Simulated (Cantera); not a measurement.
Cantera run:

```python
import numpy as np
import cantera as ct

gas_names = """
    CL CL2 H HCL H2 Si SiCL SiCL2 SiCL3 SiCL4 SiH SiHCL3 SiH2 SiH2CL2 SiH3 SiH3CL SiH4 Si2 Si3
""".split()
cond_names = """
    Si(cr) Si(L)
""".split()


def load(file, names, dense=False):
    # The tables refer to 1 bar. Condensed volumes are neglected.
    table = {s.name: s for s in ct.Species.list_from_file(file)}
    out = []
    for n in names:
        d = dict(table[n].input_data)
        d["thermo"] = dict(d["thermo"], **{"reference-pressure": 1e5})
        if dense:
            d["equation-of-state"] = {"model": "constant-volume", "density": "1e6 g/cm^3"}
        out.append(ct.Species.from_dict(d))
    return out


gas = ct.Solution(thermo="ideal-gas", species=load("nasa_gas.yaml", gas_names))
cond = {s.name: ct.Solution(thermo="fixed-stoichiometry", species=[s], name=s.name)
        for s in load("nasa_condensed.yaml", cond_names, dense=True)}
atoms = {
    'Si2H6': {'Si': 2, 'H': 6},
    'Cl2': {'CL': 2},
    'H2': {'H': 2},
    'HCl': {'H': 1, 'CL': 1},
}
top_T = {}  # K; cautious upper limits of use, not melting points


def equilibrate(T, P, feed):
    n = {}
    for name, mol in feed.items():
        for a, k in atoms[name].items():
            n[a] = n.get(a, 0.0) + k * mol
    gas.TPX = T, P, n
    mass = sum(n.values()) * gas.mean_molecular_weight
    gas.equilibrate("TP")
    valid = [c for c in cond.values() if c.min_temp <= T <= top_T.get(c.name, c.max_temp)]
    mix = ct.Mixture([(gas, mass / gas.mean_molecular_weight)] + [(c, 0.0) for c in valid])
    mix.T, mix.P = T, P
    mix.equilibrate("TP", solver="vcs", rtol=1e-11, max_steps=5000)
    return mix


results = []
feed = {'Si2H6': 1, 'Cl2': 0.35, 'H2': 930, 'HCl': 0.17}  # mol
T = 948.15  # K
P = 1000  # Pa
mix = equilibrate(T, P, feed)
results.append((T, P, feed, dict(zip(mix.species_names, mix.species_moles))))
print(gas.report(threshold=0.001))
for i in range(1, mix.n_phases):
    print(f"{mix.phase(i).name:16s} {mix.phase_moles(i):12.5e} mol")
```

Result:

```
       temperature   948.15 K
          pressure   1000 Pa
           density   0.00025981 kg/m^3
  mean mol. weight   2.0482 kg/kmol
   phase of matter   gas

                          1 kg             1 kmol
                     ---------------   ---------------
          enthalpy        9.2948e+06        1.9038e+07  J
   internal energy        5.4459e+06        1.1154e+07  J
           entropy             99129        2.0304e+05  J/K
    Gibbs function       -8.4694e+07       -1.7347e+08  J
 heat capacity c_p             14699             30106  J/K
 heat capacity c_v             10639             21791  J/K

                      mass frac. Y      mole frac. X     chem. pot. / RT
                     ---------------   ---------------   ---------------
                H2           0.98337           0.99907           -21.981
     [  +18 minor]          0.016631        0.00092717

Si(cr)            1.99695e+00 mol
```

Cantera equilibrium calculation (NASA polynomials, part measured and part estimated; ideal gas, pure solids and liquids). The feed counts by its element totals alone.
